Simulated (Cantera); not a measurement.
Thermodynamics of chemical vapour transport, feed MgO + HI + H₂

Input: 1 mol MgO, 0.053 mol HI, 0.19 mol H₂, at 0.130 bar.

Equilibrium computed with Cantera from the NASA thermochemical tables; the gas is ideal and each condensed phase is pure. Candidate condensed phases: H₂O, I₂, Mg, MgI₂, MgO, Mg(OH)₂; 20 gas species. Equilibrium is a limit: real reactors are often held back by kinetics, nucleation or transport.

From 948 K to 1498 K the condensed part is MgO(s). The main Mg-bearing gas is MgI₂ throughout.

```
T (K)  log p H₂  log p HI  log p I  log p H₂O  log p MgI₂  log p I₂  log p MgI  n MgO(s)
-----  --------  --------  -------  ---------  ----------  --------  ---------  --------
948       -0.99     -1.57    -3.30      -3.96       -3.96     -3.64     -10.75     1.000
998       -0.99     -1.57    -3.07      -3.78       -3.78     -3.62      -9.99     1.000
1048      -0.99     -1.59    -2.88      -3.62       -3.62     -3.61      -9.31     1.000
1098      -0.99     -1.60    -2.70      -3.47       -3.47     -3.61      -8.68     0.999
1148      -0.99     -1.62    -2.55      -3.35       -3.35     -3.62      -8.12     0.999
1198      -0.99     -1.65    -2.41      -3.25       -3.25     -3.65      -7.60     0.999
1248      -0.99     -1.68    -2.30      -3.16       -3.16     -3.69      -7.12     0.999
1298      -0.99     -1.71    -2.20      -3.09       -3.09     -3.74      -6.68     0.998
1348      -0.99     -1.75    -2.11      -3.03       -3.03     -3.80      -6.28     0.998
1398      -0.99     -1.80    -2.04      -2.98       -2.98     -3.87      -5.90     0.998
1448      -0.99     -1.85    -1.98      -2.94       -2.94     -3.95      -5.56     0.998
1498      -0.99     -1.90    -1.93      -2.91       -2.91     -4.03      -5.23     0.998
```
log p: log10 of the partial pressure in bar; n: condensed amount in mol.
